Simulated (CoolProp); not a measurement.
R407C along the isotherm 500 K: Z from the reference equation and from simpler models built on Tc = 359.3 K, pc = 46.32 bar, ω = 0.363; each cubic takes its own stable root.

The numbers come from the reference Helmholtz-energy equation of state, Lemmon 2003 in CoolProp. It is a pseudo-pure fit of the blend.

| p (bar) | phase | reference |
|---|---|---|
| 14.5 | gas | 0.9674 |
| 28.9 | gas | 0.9355 |
| 43.4 | gas | 0.9044 |
| 57.9 | supercritical | 0.8746 |
| 72.4 | supercritical | 0.8470 |
| 86.8 | supercritical | 0.8224 |
| 101 | supercritical | 0.8016 |
| 116 | supercritical | 0.7842 |

Question: How far does each simpler model (van der Waals, Soave-Redlich-Kwong) lie from the reference over these 8 states: mean and median of the absolute difference, and the worst?

Answer: 
- van der Waals: mean 6.4 %, median 6.4 %, worst -11.6 % at 500 K and 116 bar
- Soave-Redlich-Kwong: mean 4.8 %, median 4.4 %, worst +9.6 % at 500 K and 116 bar
